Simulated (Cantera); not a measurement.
**Aluminium nitride and oxide growth: Al(CH3)3 + O2 + N2**

Charge: 1 mol Al(CH3)3, 0.47 mol O2, 27 mol N2, equilibrated at 24.8 Torr.

These are equilibrium values from Cantera (NASA tables, ideal gas, pure condensed phases), not measurements of a reactor. Candidate condensed phases: Al, AlN, Al2O3, C, C6H6, C7H8, C8H18, H2O; 148 gas species. The feed counts by its element totals alone. Mutual solubility and eutectic melting of coexisting phases are not modelled. Condensed phases not in the tables: aluminium oxynitride. The numbers say what is thermodynamically allowed, not how fast it happens.

From 800 K to 1200 K the condensed part is AlN(s) + Al2O3(s) + C(graphite). From 1400 K to 2000 K the condensed part is AlN(s) + C(graphite).

| T (K) | x N2 | x H2 | x CO | x HCN | x Al | n AlN(s) | n Al2O3(s) | n C(graphite) |
|---|---|---|---|---|---|---|---|---|
| 800 | 0.857 | 0.142 | 1.12e-8 | 3.27e-8 | <1e-12 | 0.373 | 0.313 | 2.97 |
| 1000 | 0.856 | 0.144 | 1.26e-5 | 1.82e-6 | <1e-12 | 0.374 | 0.313 | 3.00 |
| 1200 | 0.855 | 0.144 | 0.00132 | 2.61e-5 | <1e-12 | 0.401 | 0.300 | 2.96 |
| 1400 | 0.830 | 0.141 | 0.0294 | 0.000170 | 2.94e-10 | 1.00 | 0 | 2.05 |
| 1600 | 0.829 | 0.140 | 0.0294 | 0.000699 | 2.75e-7 | 1.000 | 0 | 2.04 |
| 1800 | 0.828 | 0.139 | 0.0294 | 0.00209 | 5.51e-5 | 0.998 | 0 | 1.99 |
| 2000 | 0.823 | 0.135 | 0.0292 | 0.00492 | 0.00377 | 0.876 | 0 | 1.89 |
x: gas mole fraction; n: condensed amount in mol.
